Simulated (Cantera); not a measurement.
Cantera with NASA thermochemical tables; ideal gases at 1 bar, condensed phases pure. Values are per mole of reaction as written; species without (g) are pure solids or liquids, kept so even where they would boil at 1 bar.

Question: Between 1323 and 1623 K, where is each reaction favourable under standard conditions?
- MgS + 8 F(g) = SF6(g) + MgF2
- 4 MgF2 + S2(g) = 4 Mg(g) + 2 SF4(g)

Answer: 
- MgS + 8 F(g) = SF6(g) + MgF2: ΔG° is -1323 kJ at 1323 K and -1028 kJ at 1623 K; it stays negative (K > 1). ΔH° is -2578 kJ and ΔS° -955 J/K at 1623 K.
- 4 MgF2 + S2(g) = 4 Mg(g) + 2 SF4(g): ΔG° is 2508 kJ at 1323 K and 2329 kJ at 1623 K; it stays positive (K < 1). ΔH° is 3105 kJ and ΔS° 478 J/K at 1623 K.
